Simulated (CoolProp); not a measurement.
CH2F2 (R32) at 419.95 K and 3.22 MPa flows at 1.2 m/s in a round tube of 100 mm bore and 1.5 µm roughness, fully developed (64/Re and Nu = 3.66 if laminar; Colebrook and Gnielinski if turbulent). Each further row changes one setting.

The numbers come from the reference Helmholtz-energy equation of state, Tillner-Roth 1997 in CoolProp.

| case | Reynolds number | Darcy friction factor | pressure drop (Pa/m) | heat-transfer coefficient (W/(m² K)) | mass flow (kg/h) |
|---|---|---|---|---|---|
| as stated | 345000 | [?] | [?] | 153 | 1840 |
| velocity 2.4 m/s | 689000 | 0.0127 | [?] | 271 | 3690 |
| diameter 200 mm | 689000 | 0.0126 | 2.46 | 134 | [?] |

Question: What belongs in the gaps?

Answer: 
- as stated, Darcy friction factor: 0.0143
- as stated, pressure drop (Pa/m): 5.58
- velocity 2.4 m/s, pressure drop (Pa/m): 19.8
- diameter 200 mm, mass flow (kg/h): 7370

Viscosity comes from a separate model (Bell 2016), an estimate that may be off by 10 % or more. Thermal conductivity comes from a separate model (Huber 2003), an estimate that may be off by 10 % or more.
